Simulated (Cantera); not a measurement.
Input: 1 mol SiCl4, 0.087 mol C2H4, 1.3 mol H2, held at 1900 °C and 3200 Pa.

These are equilibrium values from Cantera (NASA tables, ideal gas, pure condensed phases), not measurements of a reactor. Candidate condensed phases: C, C6H6, C7H8, C8H18, Si, SiC; 109 gas species. The tables' values for SiCl3, SiCl are old estimates; treat these amounts as uncertain. The numbers say what is thermodynamically allowed, not how fast it happens.

Base state: HCl 0.533, SiCl2 0.271, H2 0.145, Cl 0.0275, H 0.0103, SiCl3 0.00892, SiCl 0.00213, Si 0.000619 (mole fractions); condensed: C(graphite).

Task: What changes in the equilibrium state with this change: H2 from 1.3 to 720 mol?

Result: 
```
species             before     after
----------------  --------  --------
H2                   0.145     0.967
H                   0.0103    0.0265
HCl                  0.533   0.00532
SiCl2                0.271   7.66e-6
Cl                  0.0275  0.000107
Si                0.000619   0.00117
SiCl3              0.00892     <1e-9
SiCl4             0.000264     <1e-9
C(graphite), mol     0.171         0
```
The tables' values for SiCl are old estimates; treat these amounts as uncertain. Gases not in the tables: Si2H6 and higher silanes.
